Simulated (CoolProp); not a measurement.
The numbers come from the reference Helmholtz-energy equation of state, Colonna 2008 in CoolProp. It is a short technical equation, of lower accuracy than the large ones.

Q: For dodecamethylcyclohexasiloxane (D6), give the phase and the density (kg/m³), expansivity (1/kK) at 620 K and 0.451 MPa.

A: 
- 620 K and 0.451 MPa: gas; density 52.3, expansivity 4.32
